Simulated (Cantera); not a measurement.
# Transport properties of process gases

Gas mixture: 80.0 % NO, 20.0 % O₂, at 7500 Torr, frozen composition.

Cantera's kinetic-theory transport with the Lennard-Jones parameters of GRI-Mech 3.0, ideal gas; thermal conductivity in the multicomponent form. The composition is frozen, though it would react at the higher temperatures.

```tsv
T (K)	ρ (kg/m³)	cp (J/kg/K)	μ (µPa s)	λ (mW/m/K)	Pr	D (cm²/s) NH₃	D (cm²/s) H₂	D (cm²/s) OH
400	9.14	986.5	23.6	32.8	0.711	0.0384	0.129	0.0527
600	6.09	1033	31.3	45.6	0.709	0.0807	0.255	0.105
800	4.57	1084	37.9	58.1	0.708	0.134	0.412	0.170
1000	3.66	1124	43.9	69.7	0.708	0.198	0.596	0.247
1200	3.05	1150	49.5	80.4	0.708	0.270	0.807	0.334
1400	2.61	1171	54.7	90.5	0.707	0.351	1.04	0.431
1600	2.29	1189	59.6	100	0.707	0.439	1.30	0.538
```
D: mixture-averaged diffusion coefficient of that species in the mixture.
